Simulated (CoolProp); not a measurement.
Vapour pressure (MPa) of n-dodecane: the reference equation beside estimates from Tc = 385.0 °C, pc = 1.818 MPa, ω = 0.574. Clausius-Clapeyron is anchored at 145.75 °C with a constant enthalpy of vaporisation of 50.50 kJ/mol.

Computed with CoolProp (reference Helmholtz-energy equation of state, Lemmon 2004). It is a short technical equation, of lower accuracy than the large ones.

```json
[
 {"T (°C)": "102.65", "reference": "0.002295", "Lee-Kesler": "0.002249", "Clausius-Clapeyron": "0.002493", "van der Waals": "0.1180", "Redlich-Kwong": "0.02171", "Soave-Redlich-Kwong": "0.002249", "Peng-Robinson": "0.002463"},
 {"T (°C)": "113.35", "reference": "0.003710", "Lee-Kesler": "0.003640", "Clausius-Clapeyron": "0.003900", "van der Waals": "0.1394", "Redlich-Kwong": "0.02962", "Soave-Redlich-Kwong": "0.003640", "Peng-Robinson": "0.003934"},
 {"T (°C)": "124.15", "reference": "0.005825", "Lee-Kesler": "0.005729", "Clausius-Clapeyron": "0.005978", "van der Waals": "0.1636", "Redlich-Kwong": "0.03969", "Soave-Redlich-Kwong": "0.005727", "Peng-Robinson": "0.006116"},
 {"T (°C)": "134.95", "reference": "0.008873", "Lee-Kesler": "0.008750", "Clausius-Clapeyron": "0.008959", "van der Waals": "0.1905", "Redlich-Kwong": "0.05219", "Soave-Redlich-Kwong": "0.008746", "Peng-Robinson": "0.009241"},
 {"T (°C)": "145.75", "reference": "0.01315", "Lee-Kesler": "0.01301", "Clausius-Clapeyron": "0.01315", "van der Waals": "0.2203", "Redlich-Kwong": "0.06745", "Soave-Redlich-Kwong": "0.01300", "Peng-Robinson": "0.01360"},
 {"T (°C)": "156.55", "reference": "0.01900", "Lee-Kesler": "0.01885", "Clausius-Clapeyron": "0.01893", "van der Waals": "0.2530", "Redlich-Kwong": "0.08581", "Soave-Redlich-Kwong": "0.01884", "Peng-Robinson": "0.01955"},
 {"T (°C)": "167.35", "reference": "0.02684", "Lee-Kesler": "0.02671", "Clausius-Clapeyron": "0.02677", "van der Waals": "0.2888", "Redlich-Kwong": "0.1076", "Soave-Redlich-Kwong": "0.02669", "Peng-Robinson": "0.02749"},
 {"T (°C)": "178.15", "reference": "0.03712", "Lee-Kesler": "0.03705", "Clausius-Clapeyron": "0.03723", "van der Waals": "0.3278", "Redlich-Kwong": "0.1333", "Soave-Redlich-Kwong": "0.03704", "Peng-Robinson": "0.03790"},
 {"T (°C)": "188.85", "reference": "0.05025", "Lee-Kesler": "0.05028", "Clausius-Clapeyron": "0.05085", "van der Waals": "0.3697", "Redlich-Kwong": "0.1628", "Soave-Redlich-Kwong": "0.05030", "Peng-Robinson": "0.05116"},
 {"T (°C)": "199.65", "reference": "0.06702", "Lee-Kesler": "0.06722", "Clausius-Clapeyron": "0.06865", "van der Waals": "0.4155", "Redlich-Kwong": "0.1972", "Soave-Redlich-Kwong": "0.06731", "Peng-Robinson": "0.06811"},
 {"T (°C)": "210.45", "reference": "0.08799", "Lee-Kesler": "0.08842", "Clausius-Clapeyron": "0.09146", "van der Waals": "0.4647", "Redlich-Kwong": "0.2364", "Soave-Redlich-Kwong": "0.08864", "Peng-Robinson": "0.08929"},
 {"T (°C)": "221.25", "reference": "0.1138", "Lee-Kesler": "0.1146", "Clausius-Clapeyron": "0.1203", "van der Waals": "0.5176", "Redlich-Kwong": "0.2808", "Soave-Redlich-Kwong": "0.1150", "Peng-Robinson": "0.1154"},
 {"T (°C)": "232.05", "reference": "0.1453", "Lee-Kesler": "0.1464", "Clausius-Clapeyron": "0.1565", "van der Waals": "0.5741", "Redlich-Kwong": "0.3308", "Soave-Redlich-Kwong": "0.1473", "Peng-Robinson": "0.1473"},
 {"T (°C)": "242.85", "reference": "0.1833", "Lee-Kesler": "0.1847", "Clausius-Clapeyron": "0.2012", "van der Waals": "0.6345", "Redlich-Kwong": "0.3868", "Soave-Redlich-Kwong": "0.1862", "Peng-Robinson": "0.1856"},
 {"T (°C)": "253.65", "reference": "0.2285", "Lee-Kesler": "0.2304", "Clausius-Clapeyron": "0.2562", "van der Waals": "0.6987", "Redlich-Kwong": "0.4489", "Soave-Redlich-Kwong": "0.2327", "Peng-Robinson": "0.2315"}
]
```

Absolute difference from the reference over all 15 rows, mean and median: Lee-Kesler 0.9 and 0.8 %, Clausius-Clapeyron 4.1 and 2.6 %, van der Waals 1380.4 and 783.1 %, Redlich-Kwong 333.8 and 259.1 %, Soave-Redlich-Kwong 1.1 and 1.1 %, Peng-Robinson 2.9 and 2.1 %.
